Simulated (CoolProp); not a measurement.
Decamethylcyclopentasiloxane (D5) along the isotherm 620 K: density (kg/m³) from the reference equation and from simpler models built on Tc = 618.3 K, pc = 1.078 MPa, ω = 0.631; each cubic takes its own stable root.

Values from CoolProp's reference Helmholtz-energy equation of state, Thol 2019.

```tsv
p (MPa)	phase	reference	Redlich-Kwong	Soave-Redlich-Kwong	Peng-Robinson
0.449	gas	38.69	38.29	38.26	38.96
0.898	gas	108.7	104.1	103.7	108.4
1.35	supercritical	463.9	366.0	362.8	400.7
1.8	supercritical	509.7	417.6	415.7	461.2
2.25	supercritical	534.6	448.1	446.6	496.3
2.69	supercritical	551.9	470.2	468.9	521.5
3.14	supercritical	565.8	488.3	487.2	542.1
3.59	supercritical	577.3	503.5	502.5	559.3
4.04	supercritical	587.2	516.7	515.8	574.2
4.49	supercritical	595.8	528.3	527.5	587.2
4.94	supercritical	603.5	538.7	538.0	598.9
5.39	supercritical	610.5	548.2	547.5	609.5
```
